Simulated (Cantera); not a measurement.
Mixture: CH4 : O2 : N2 = 1 : 3.57 : 13.4 (molar parts), at 3800000 Pa, adiabatic and at constant pressure. Ignition delay is the time to a rise of 400 K.

Cantera simulation using GRI-Mech 3.0 (53 species, 325 reactions); the numbers are that mechanism's predictions, not measurements. The pressure lies above the range GRI-Mech 3.0 was tuned for (to about 10 atm).

Problem. What does this change do: constant volume in place of constant pressure?

Solution. 
```
quantity                                                before       after
--------------------------------------------------  ----------  ----------
delay at 1125 K                                        2.61 ms     2.50 ms
delay at 1225 K                                       0.709 ms    0.672 ms
delay at 1325 K                                       0.235 ms    0.221 ms
delay at 1425 K                                        90.0 µs     83.9 µs
delay at 1525 K                                        38.2 µs     35.4 µs
apparent activation energy between 1425 and 1525 K  150 kJ/mol  160 kJ/mol
```

Problem. What does this change do: pressure from 3800000 Pa to 1000000 Pa?

Solution. 
| quantity | before | after |
|---|---|---|
| delay at 1125 K | 2.61 ms | 9.90 ms |
| delay at 1225 K | 0.709 ms | 2.71 ms |
| delay at 1325 K | 0.235 ms | 0.863 ms |
| delay at 1425 K | 90.0 µs | 0.308 ms |
| delay at 1525 K | 38.2 µs | 0.121 ms |
| apparent activation energy between 1425 and 1525 K | 150 kJ/mol | 170 kJ/mol |
